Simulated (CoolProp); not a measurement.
Vapour-liquid equilibrium of CHF3 (R23) (1) + R134a (2) at 143 kPa; x and y are mole fractions of (1).

Values from CoolProp's multi-fluid Helmholtz-energy mixture model, Penoncello 2003 and Tillner-Roth 1994; pair parameters Bell 2016.

### Question
Give the bubble temperature and the first vapour's composition at x = 0.05, 0.8, 0.95. Is there an azeotrope?

### Answer
x = 0.05: -26.6 °C, y = 0.330; x = 0.8: -71.5 °C, y = 0.989; x = 0.95: -74.9 °C, y = 0.998. No azeotrope shows between x = 0.05 and 0.95.

Pair parameters are fitted to limited data, so mixtures are less certain than the pure fluids.
